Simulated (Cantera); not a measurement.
What does this Cantera script print?

```python
import numpy as np
import cantera as ct

gas_names = """
    CL CL2 H HCL H2 N NH NH2 NH3 N2 N2H2 N2H4 Si SiCL SiCL2 SiCL3 SiCL4 SiH SiHCL3 SiH2 SiH2CL2 SiH3
    SiH3CL SiH4 SiN Si2 Si2N Si3
""".split()
cond_names = """
    NH4CL(a) NH4CL(b) Si(cr) Si(L) Si3N4(a)
""".split()


# ... load() reads the species with a 1 bar reference pressure and builds the phases ...
atoms = {
    'SiCl4': {'Si': 1, 'CL': 4},
    'N2': {'N': 2},
    'NH3': {'N': 1, 'H': 3},
}
top_T = {'Si3N4(a)': 2400}  # K; cautious upper limits of use, not melting points


# ... equilibrate(T, P, feed) seeds the gas with the atoms and calls Mixture.equilibrate('TP', solver="vcs", rtol=1e-11, max_steps=5000) ...
results = []
T = 1473  # K
P = 4600  # Pa
for m in [2.8, 3.3, 3.9, 4.6, 5.4, 6.3, 7.4, 8.7, 10, 12, 14]:
    feed = {'SiCl4': 1, 'N2': 0.67, 'NH3': m}  # mol
    mix = equilibrate(T, P, feed)
    results.append((T, P, feed, dict(zip(mix.species_names, mix.species_moles))))
    x = sorted(zip(gas.X, gas.species_names), reverse=True)
    print(f"T = {T:g} K  P = {P:g} Pa  n(NH3) = {m:g} mol  gas = {mix.phase_moles(0):.4g} mol")
    print("   x: " + "  ".join(f"{s} {v:.3e}" for v, s in x if v > 1e-05))
    print("   condensed (mol): " + ("  ".join(f"{mix.phase(i).name} {mix.phase_moles(i):.4g}"
          for i in range(1, mix.n_phases) if mix.phase_moles(i) > 1e-12) or "none"))
```

Output:

```
T = 1473 K  P = 4600 Pa  n(NH3) = 2.8 mol  gas = 7.706 mol
   x: HCL 3.785e-01  H2 3.551e-01  N2 2.158e-01  SiCL2 2.506e-02  SiCL4 1.406e-02  SiCL3 1.015e-02  SiHCL3 1.240e-03  H 3.515e-05  CL 3.036e-05  SiH2CL2 1.713e-05
   condensed (mol): Si3N4(a) 0.2035
T = 1473 K  P = 4600 Pa  n(NH3) = 3.3 mol  gas = 8.703 mol
   x: H2 3.898e-01  HCL 3.569e-01  N2 2.153e-01  SiCL2 2.033e-02  SiCL4 9.241e-03  SiCL3 7.410e-03  SiHCL3 9.483e-04  H 3.683e-05  CL 2.733e-05  SiH2CL2 1.526e-05
   condensed (mol): Si3N4(a) 0.2233
T = 1473 K  P = 4600 Pa  n(NH3) = 3.9 mol  gas = 9.897 mol
   x: H2 4.251e-01  HCL 3.313e-01  N2 2.158e-01  SiCL2 1.604e-02  SiCL4 5.764e-03  SiCL3 5.199e-03  SiHCL3 6.947e-04  H 3.846e-05  CL 2.430e-05  SiH2CL2 1.313e-05
   condensed (mol): Si3N4(a) 0.2419
T = 1473 K  P = 4600 Pa  n(NH3) = 4.6 mol  gas = 11.29 mol
   x: H2 4.592e-01  HCL 3.035e-01  N2 2.173e-01  SiCL2 1.241e-02  SiCL3 3.544e-03  SiCL4 3.463e-03  SiHCL3 4.922e-04  H 3.997e-05  CL 2.141e-05  SiH2CL2 1.097e-05
   condensed (mol): Si3N4(a) 0.2584
T = 1473 K  P = 4600 Pa  n(NH3) = 5.4 mol  gas = 12.88 mol
   x: H2 4.910e-01  HCL 2.753e-01  N2 2.194e-01  SiCL2 9.483e-03  SiCL3 2.375e-03  SiCL4 2.036e-03  SiHCL3 3.412e-04  H 4.133e-05  CL 1.878e-05
   condensed (mol): Si3N4(a) 0.2722
T = 1473 K  P = 4600 Pa  n(NH3) = 6.3 mol  gas = 14.67 mol
   x: H2 5.200e-01  HCL 2.480e-01  N2 2.218e-01  SiCL2 7.216e-03  SiCL3 1.583e-03  SiCL4 1.187e-03  SiHCL3 2.339e-04  H 4.253e-05  CL 1.644e-05
   condensed (mol): Si3N4(a) 0.2833
T = 1473 K  P = 4600 Pa  n(NH3) = 7.4 mol  gas = 16.86 mol
   x: H2 5.480e-01  N2 2.244e-01  HCL 2.203e-01  SiCL2 5.361e-03  SiCL3 1.017e-03  SiCL4 6.606e-04  SiHCL3 1.544e-04  H 4.367e-05  CL 1.423e-05
   condensed (mol): Si3N4(a) 0.2929
T = 1473 K  P = 4600 Pa  n(NH3) = 8.7 mol  gas = 19.45 mol
   x: H2 5.737e-01  N2 2.271e-01  HCL 1.940e-01  SiCL2 3.941e-03  SiCL3 6.438e-04  SiCL4 3.598e-04  SiHCL3 9.995e-05  H 4.468e-05  CL 1.225e-05
   condensed (mol): Si3N4(a) 0.3006
T = 1473 K  P = 4600 Pa  n(NH3) = 10 mol  gas = 22.05 mol
   x: H2 5.938e-01  N2 2.294e-01  HCL 1.730e-01  SiCL2 3.008e-03  SiCL3 4.309e-04  SiCL4 2.111e-04  SiHCL3 6.805e-05  H 4.545e-05  CL 1.074e-05
   condensed (mol): Si3N4(a) 0.306
T = 1473 K  P = 4600 Pa  n(NH3) = 12 mol  gas = 26.04 mol
   x: H2 6.171e-01  N2 2.322e-01  HCL 1.481e-01  SiCL2 2.103e-03  SiCL3 2.528e-04  SiCL4 1.040e-04  H 4.634e-05  SiHCL3 4.070e-05
   condensed (mol): Si3N4(a) 0.3116
T = 1473 K  P = 4600 Pa  n(NH3) = 14 mol  gas = 30.04 mol
   x: H2 6.345e-01  N2 2.344e-01  HCL 1.293e-01  SiCL2 1.549e-03  SiCL3 1.603e-04  SiCL4 5.677e-05  H 4.699e-05  SiHCL3 2.618e-05
   condensed (mol): Si3N4(a) 0.3154
```

Method: chemical equilibrium by Gibbs-energy minimisation in Cantera with the NASA 1993 tables (ideal gas, pure condensed phases). The tables' values for SiCl3 are old estimates; treat these amounts as uncertain.
